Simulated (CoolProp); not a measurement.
Vapour pressure (kPa) of dodecamethylcyclohexasiloxane (D6): the reference equation beside estimates from Tc = 645.8 K, pc = 961.4 kPa, ω = 0.736.

Values from CoolProp's reference Helmholtz-energy equation of state, Colonna 2008. It is a short technical equation, of lower accuracy than the large ones.

| T (K) | reference | Lee-Kesler | Soave-Redlich-Kwong |
|---|---|---|---|
| 486.4 | 47.28 | 47.60 | 48.14 |
| 493.7 | 56.97 | 57.44 | 58.19 |
| 501 | 68.18 | 68.82 | 69.83 |
| 508.3 | 81.06 | 81.91 | 83.26 |
| 515.6 | 95.80 | 96.90 | 98.66 |
| 522.9 | 112.6 | 114.0 | 116.2 |
| 530.2 | 131.6 | 133.3 | 136.1 |
| 537.5 | 153.0 | 155.1 | 158.6 |
| 544.8 | 177.1 | 179.6 | 183.9 |
| 552.1 | 204.2 | 207.0 | 212.2 |
| 559.5 | 234.8 | 238.0 | 244.3 |
| 566.8 | 268.4 | 272.1 | 279.4 |
| 574.1 | 305.9 | 309.9 | 318.3 |
| 581.4 | 347.4 | 351.7 | 361.3 |
| 588.7 | 393.3 | 397.9 | 408.6 |

Absolute difference from the reference over all 15 rows, mean and median: Lee-Kesler 1.2 and 1.2 %, Soave-Redlich-Kwong 3.3 and 3.7 %.
